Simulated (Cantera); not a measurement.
An adiabatic, constant-volume homogeneous reactor starts with CH4 : C2H6 : O2 : N2 = 1 : 0.038 : 1.42 : 15.6 (molar parts), equivalence ratio 1.5, at 1250 K and 930000 Pa. Integrator tolerance rtol = 1e-08.

Computed with Cantera and GRI-Mech 3.0 (53 species, 325 reactions).

Question: What does this change do: pressure from 930000 Pa to 30000 Pa?

Answer: 
```json
[
 {"quantity": "time of steepest temperature rise", "before": "4.18 ms", "after": "70.1 ms"},
 {"quantity": "temperature at 1.00 s", "before": "2158 K", "after": "2149 K"},
 {"quantity": "equilibrium temperature", "before": "2158 K", "after": "2149 K"},
 {"quantity": "x(CH4) at 1.00 s", "before": "1.10e-10 (gas-phase equilibrium 1.22e-10)", "after": "<1e-12 (gas-phase equilibrium <1e-12)"},
 {"quantity": "x(C2H6) at 1.00 s", "before": "<1e-12 (gas-phase equilibrium <1e-12)", "after": "<1e-12 (gas-phase equilibrium <1e-12)"},
 {"quantity": "x(O2) at 1.00 s", "before": "2.17e-7 (gas-phase equilibrium 2.17e-7)", "after": "5.96e-6 (gas-phase equilibrium 5.96e-6)"},
 {"quantity": "x(HCN) at 1.00 s", "before": "1.15e-7 (gas-phase equilibrium 1.15e-7)", "after": "3.66e-9 (gas-phase equilibrium 3.68e-9)"},
 {"quantity": "x(H2O) at 1.00 s", "before": "0.0768 (gas-phase equilibrium 0.0768)", "after": "0.0764 (gas-phase equilibrium 0.0764)"}
]
```
